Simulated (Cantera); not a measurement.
A closed system holds: 1 mol SiH4, 9.4 mol NH3, 13 mol N2, held at 29.3 Torr.

Cantera equilibrium calculation (NASA polynomials, part measured and part estimated; ideal gas, pure solids and liquids). Candidate condensed phases: Si, Si3N4; 18 gas species. The numbers say what is thermodynamically allowed, not how fast it happens. All values below are at 925 °C.

Base state: N2 0.514, H2 0.486 (mole fractions); condensed: Si3N4(s).

Question: What changes in the equilibrium state with this change: SiH4 replaced by SiH2Cl2?

Answer: 
| species | before | after |
|---|---|---|
| N2 | 0.514 | 0.514 |
| H2 | 0.486 | 0.426 |
| HCl | 0 | 0.0603 |
| Si3N4(s), mol | 0.333 | 0.333 |
Further candidate phases: NH4Cl.
